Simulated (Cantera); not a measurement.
**Transport properties of process gases**

Gas mixture: 68.9 % H₂, 31.1 % CH₃OH, at 8400 Pa, frozen composition.

Cantera's kinetic-theory transport with the Lennard-Jones parameters of GRI-Mech 3.0, ideal gas; thermal conductivity in the multicomponent form. Polar gases are described roughly by these parameters. The composition is frozen, though it would react at the higher temperatures.

```tsv
T (K)	ρ (kg/m³)	cp (J/kg/K)	μ (µPa s)	λ (mW/m/K)	Pr	D (cm²/s) N₂	D (cm²/s) NH₃	D (cm²/s) H₂O
400	0.0287	3185	13.9	122	0.363	7.03	7.13	7.47
600	0.0191	3620	19.9	173	0.418	14.4	15.5	16.4
800	0.0143	3984	25.5	224	0.453	23.7	26.4	28.0
1000	0.0115	4287	30.4	274	0.476	34.7	39.5	42.1
1200	0.00956	4542	35.0	325	0.489	47.2	54.5	58.3
1400	0.00819	4755	39.3	376	0.497	61.1	71.3	76.4
```
D: mixture-averaged diffusion coefficient of that species in the mixture.
